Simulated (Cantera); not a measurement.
## N2O furnace oxynitridation

An isothermal, constant-pressure homogeneous reactor starts with 32.9 % N2O, 67.1 % N2, at 1275 K and 0.227 atm.

Model: GRI-Mech 3.0 (53 species, 325 reactions), integrated in Cantera. GRI-Mech 3.0 was tuned for natural gas; its chemistry of N2O as a main component is partial and can be far from experiment. The mechanism lacks the step 2 NO + O2 → 2 NO2, which can matter for NO2 below about 1400 K. The temperature is held fixed by assumption; the heat of reaction is taken as removed at once.

```csv
t (s),x N2O,x NO,x NO2,x O,x N2
8.00e-6,0.329,1.20e-8,<1e-12,6.57e-7,0.671
6.17e-5,0.329,5.46e-7,<1e-12,3.42e-6,0.671
0.000476,0.328,9.95e-6,2.30e-10,5.40e-6,0.671
0.00367,0.328,8.65e-5,1.66e-8,5.40e-6,0.672
0.0283,0.323,0.000670,6.99e-7,5.39e-6,0.674
0.218,0.287,0.00482,9.83e-6,5.33e-6,0.692
1.68,0.126,0.0232,5.22e-5,4.68e-6,0.776
13.0,0.00198,0.0340,9.60e-5,4.00e-7,0.841
100,3.05e-7,0.0339,0.000150,8.26e-8,0.842
```
x: mole fraction; the columns are a selection and need not sum to one.

Equilibrium at this temperature and pressure: N2O 9.69e-9, NO 0.000288, NO2 1.36e-6, O 8.80e-8, N2 0.859 (gas phase only).
